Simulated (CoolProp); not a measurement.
Ethanol along the isotherm 587.2 K: fugacity coefficient from the reference equation and from simpler models built on Tc = 514.7 K, pc = 6.268 MPa, ω = 0.644; each cubic takes its own stable root.

Computed with CoolProp (reference Helmholtz-energy equation of state, Schroeder 2014).

| p (MPa) | phase | reference |
|---|---|---|
| 1.96 | gas | 0.9512 |
| 3.92 | gas | 0.9029 |
| 5.88 | gas | 0.8548 |
| 7.83 | supercritical | 0.8065 |
| 9.79 | supercritical | 0.7572 |
| 11.8 | supercritical | 0.7064 |
| 13.7 | supercritical | 0.6600 |
| 15.7 | supercritical | 0.6159 |
| 17.6 | supercritical | 0.5802 |
| 19.6 | supercritical | 0.5487 |
| 21.5 | supercritical | 0.5237 |
| 23.5 | supercritical | 0.5015 |
| 25.5 | supercritical | 0.4828 |
| 27.4 | supercritical | 0.4677 |
| 29.4 | supercritical | 0.4541 |
| 31.3 | supercritical | 0.4430 |

### Question
How far does each simpler model (van der Waals, Soave-Redlich-Kwong) lie from the reference over these 16 states: mean and median of the absolute difference, and the worst?

### Answer
- van der Waals: mean 9.3 %, median 9.3 %, worst -14.5 % at 587.2 K and 13.7 MPa
- Soave-Redlich-Kwong: mean 4.6 %, median 3.2 %, worst +11.7 % at 587.2 K and 31.3 MPa
